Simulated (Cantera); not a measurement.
Charge: 1 mol SiC, 0.55 mol H2O, 2.1 mol H2, 0.13 mol CO2, equilibrated at 0.668 Torr.

Method: chemical equilibrium by Gibbs-energy minimisation in Cantera with the NASA 1993 tables (ideal gas, pure condensed phases). Candidate condensed phases: C, C6H6, C7H8, C8H18, H2O, Si, SiC, SiO2; 123 gas species. Gases not in the tables: Si2H6 and higher silanes. Equilibrium is a limit: real reactors are often held back by kinetics, nucleation or transport. All values below are at 2148 K.

Base state: H2 0.595, CO 0.164, H 0.108, Si 0.0915, SiO 0.0346, Si2C 0.00447, SiH 0.00103, Si2 0.000489 (mole fractions); condensed: SiC(s).

Q: What changes in the equilibrium state with this change: H2O from 0.55 to 1.5 mol?

A: 
```
species             before     after
----------------  --------  --------
H2                   0.595     0.545
CO                   0.164     0.187
SiO                 0.0346     0.105
Si                  0.0915    0.0588
H                    0.108     0.103
SiC2              0.000436   1.64e-5
C2H2 (acetylene)   6.92e-5   3.70e-6
Si2C               0.00447  0.000447
Si3                3.62e-5   9.62e-6
SiC(s), mol          0.439         0
```
